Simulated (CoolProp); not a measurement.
200 sccm (0 °C, 1 atm) of nitrogen bubbles through liquid octamethyltrisiloxane (MDM) at 297.2 K and leaves saturated at a total pressure of 0.00935 MPa (ideal gas phase). Each further row changes one setting.

Model: reference Helmholtz-energy equation of state, Thol 2017, in CoolProp.

| case | vapour pressure (kPa) | mole fraction of vapour | delivery (mg/min) | delivery (sccm) | change of delivery for a bath 1 K warmer (%) |
|---|---|---|---|---|---|
| as stated | 0.469 | … | … | 10.6 | 7.2 |
| bath temperature 302.2 K | … | 0.0693 | … | … | 7.0 |
| total pressure 0.0187 MPa | 0.469 | 0.0251 | … | 5.15 | 7.0 |

Question: What belongs in the gaps?

Answer: 
- as stated, mole fraction of vapour: 0.0502
- as stated, delivery (mg/min): 111
- bath temperature 302.2 K, vapour pressure (kPa): 0.648
- bath temperature 302.2 K, delivery (mg/min): 157
- bath temperature 302.2 K, delivery (sccm): 14.9
- total pressure 0.0187 MPa, delivery (mg/min): 54.3
